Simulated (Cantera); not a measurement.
An adiabatic, constant-volume homogeneous reactor starts with 16.6 % CO, 7.95 % H2, 2.32 % CH4, 15.4 % O2, 57.8 % N2, equivalence ratio 1.1, at 1698 K and 510 Torr.

Cantera simulation using GRI-Mech 3.0 (53 species, 325 reactions); the numbers are that mechanism's predictions, not measurements.

Q: Predict: time of steepest temperature rise; temperature at 0.400 s; equilibrium temperature; x(CO) at 0.400 s; x(H2) at 0.400 s; x(HO2) at 0.400 s; x(H2O2) at 0.400 s; x(HCO) at 0.400 s.

A: 
```
Property                                                             Value
---------------------------------  ---------------------------------------
time of steepest temperature rise                                  23.8 µs
temperature at 0.400 s                                              2916 K
equilibrium temperature                                             2916 K
x(CO) at 0.400 s                       0.111 (gas-phase equilibrium 0.111)
x(H2) at 0.400 s                     0.0169 (gas-phase equilibrium 0.0169)
x(HO2) at 0.400 s                  8.58e-6 (gas-phase equilibrium 8.58e-6)
x(H2O2) at 0.400 s                 2.66e-7 (gas-phase equilibrium 2.66e-7)
x(HCO) at 0.400 s                  1.56e-7 (gas-phase equilibrium 1.56e-7)
```
